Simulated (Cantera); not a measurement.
Equilibrium for halide evaporation, hydrolysis and transport: CsCl + H2

A closed system holds: 1 mol CsCl, a varied amount of H2, equilibrated at 1723.15 K and 1.00 bar.

Method: chemical equilibrium by Gibbs-energy minimisation in Cantera with the NASA 1993 tables (ideal gas, pure condensed phases). Candidate condensed phases: Cs, CsCl; 9 gas species. The numbers say what is thermodynamically allowed, not how fast it happens.

| n(H2) (mol) | x H2 | x CsCl | x Cs2Cl2 | x Cs | x HCl | x H | x Cl |
|---|---|---|---|---|---|---|---|
| 2.6 | 0.726 | 0.262 | 0.00805 | 0.00203 | 0.00203 | 0.000156 | 3.37e-7 |
| 7.4 | 0.881 | 0.115 | 0.00155 | 0.00141 | 0.00141 | 0.000171 | 2.12e-7 |
| 12 | 0.922 | 0.0745 | 0.000653 | 0.00115 | 0.00115 | 0.000175 | 1.69e-7 |
| 17 | 0.944 | 0.0539 | 0.000342 | 0.000983 | 0.000983 | 0.000177 | 1.43e-7 |
| 22 | 0.956 | 0.0422 | 0.000209 | 0.000873 | 0.000872 | 0.000179 | 1.26e-7 |
| 27 | 0.963 | 0.0346 | 0.000141 | 0.000792 | 0.000792 | 0.000179 | 1.14e-7 |
| 31 | 0.968 | 0.0303 | 0.000108 | 0.000742 | 0.000742 | 0.000180 | 1.07e-7 |
| 36 | 0.972 | 0.0262 | 8.06e-5 | 0.000690 | 0.000690 | 0.000180 | 9.90e-8 |
| 41 | 0.975 | 0.0230 | 6.24e-5 | 0.000648 | 0.000648 | 0.000180 | 9.28e-8 |
x: gas mole fraction; nothing condenses.

From 2.6 mol H2 to 41 mol H2 nothing is condensed. The main Cs-bearing gas is CsCl throughout.
